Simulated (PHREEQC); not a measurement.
Model water analysis in mg/L, 25 °C, pH 5.87, pe 8.8:

```json
[
 {"constituent": "Na", "mg/L": "0.0134"},
 {"constituent": "K", "mg/L": "0.00732"},
 {"constituent": "Ca", "mg/L": "0.0249"},
 {"constituent": "Mg", "mg/L": "0.000148"},
 {"constituent": "Cl", "mg/L": "0.00389"},
 {"constituent": "S(6) as SO4", "mg/L": "0.0433"},
 {"constituent": "Alkalinity as HCO3", "mg/L": "0.0616"},
 {"constituent": "Br", "mg/L": "5.47e-05"},
 {"constituent": "Sr", "mg/L": "6.53e-05"},
 {"constituent": "Si as SiO2", "mg/L": "0.00039"}
]
```

Valence states are taken as typed.

Model: ion-association model, phreeqc.dat, run in PHREEQC.

```tsv
quantity	before	after
ionic strength (mol/kgw)	4.45e-6	4.45e-6
CO2 (mol/kgw)	7.12e-6	6.14e-6
HCO3- (mol/kgw)	2.35e-6	2.24e-6
CO3-2 (mol/kgw)	8.24e-11	1.25e-10
HSO4- (mol/kgw)	5.87e-11	1.81e-10
CaSO4 (mol/kgw)	4.88e-11	6.53e-11
SI of Quartz (SiO2)	-4.21	-4.78
```

Problem. Name the change that produced these shifts.
A. temperature from 25 to 70 °C at the same typed pH
B. pH from 5.87 to 5.5 at the same alkalinity
C. Cl from 0.00389 to 0.00778 mg/L
D. Cl from 0.00389 to 0.0117 mg/L

Solution. A, temperature from 25 to 70 °C at the same typed pH

Precipitation was switched off in this run. At this temperature some constants are extrapolated from 25 °C, and those without enthalpy data are left unchanged.
